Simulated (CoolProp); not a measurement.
Values from CoolProp's reference Helmholtz-energy equation of state, Lemmon 2006. It is a short technical equation, of lower accuracy than the large ones.

Problem. For toluene, give the phase and the cv (kJ/(kg K)), speed of sound (m/s), conductivity (mW/(m K)) at 620 K and 0.105 MPa; 620 K and 0.275 MPa; 620 K and 1.87 MPa.

Solution. 
- 620 K and 0.105 MPa: gas; cv 2.09, speed of sound 240, conductivity 43.5
- 620 K and 0.275 MPa: gas; cv 2.10, speed of sound 237, conductivity 43.5
- 620 K and 1.87 MPa: gas; cv 2.13, speed of sound 207, conductivity 44.4

Thermal conductivity comes from a separate model (Assael 2012).
